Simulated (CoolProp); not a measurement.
Fluoroethane (R161) at several states: fugacity coefficient from the reference equation and from simpler models built on Tc = 102.1 °C, pc = 50.10 bar, ω = 0.216; each cubic takes its own stable root.

Values from CoolProp's reference Helmholtz-energy equation of state, Wu 2012.

| T (°C) | p (bar) | phase | reference |
|---|---|---|---|
| -94.85 | 0.198 | liquid | 0.1336 |
| 120.85 | 0.93 | gas | 0.9944 |
| 117.25 | 50 | gas | 0.7053 |
| 46.45 | 0.122 | gas | 0.9985 |
| -122.95 | 0.518 | liquid | 0.002486 |
| 28.05 | 17.6 | liquid | 0.4967 |

How far does each simpler model (van der Waals, Redlich-Kwong, Soave-Redlich-Kwong, Peng-Robinson) lie from the reference over these 6 states: mean and median of the absolute difference, and the worst?


- van der Waals: mean 3441.6 %, median 34.7 %, worst +19936.2 % at -122.95 °C and 0.518 bar
- Redlich-Kwong: mean 41.5 %, median 12.1 %, worst +120.2 % at -122.95 °C and 0.518 bar
- Soave-Redlich-Kwong: mean 2.0 %, median 2.1 %, worst -4.3 % at -94.85 °C and 0.198 bar
- Peng-Robinson: mean 3.8 %, median 1.3 %, worst +15.0 % at -122.95 °C and 0.518 bar

At some of these states van der Waals gives the other phase, because its saturation line lies elsewhere.
